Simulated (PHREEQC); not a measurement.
Dissolve 0.12 mol K2HPO4 per kg of water at 30 °C. Closed to the air; pH follows from the charge balance.

All values are PHREEQC results (ion-association model, phreeqc.dat), not measurements.

Precipitation was switched off in this run.

Task: Estimate the pH, density.

Result: pH 9.05; density 1.013 g/cm³.

Task: In which forms is K present?

Result: K+ 95 %, KHPO4- 4.6 % of the K.

Species that the database lacks are ignored.
